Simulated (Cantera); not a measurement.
A closed system holds: 1 mol Fe(CO)₅, 0.78 mol O₂, 19 mol H₂, at 1548.15 K and 760000 Pa.

Equilibrium computed with Cantera from the NASA thermochemical tables; the gas is ideal and each condensed phase is pure. Candidate condensed phases: C, C₆H₆, C₇H₈, C₈H₁₈, Fe, Fe(CO)₅, FeO, Fe(OH)₂, Fe(OH)₃, Fe₂O₃, Fe₃O₄, H₂O; 114 gas species. Kinetics and transport are ignored.

Base state: H₂ 0.732, CO 0.202, H₂O 0.0593, CO₂ 0.00588, CH₄ 0.000194 (mole fractions); condensed: Fe(γ).

**Question.** What changes in the equilibrium state with this change: O₂ from 0.78 to 0.013 mol?

**Answer.** 
```tsv
species	before	after
H₂	0.732	0.786
CO	0.202	0.206
H₂O	0.0593	0.00418
CO₂	0.00588	0.000393
CH₄	0.000194	0.00347
Fe(γ), mol	1.000	1.000
```
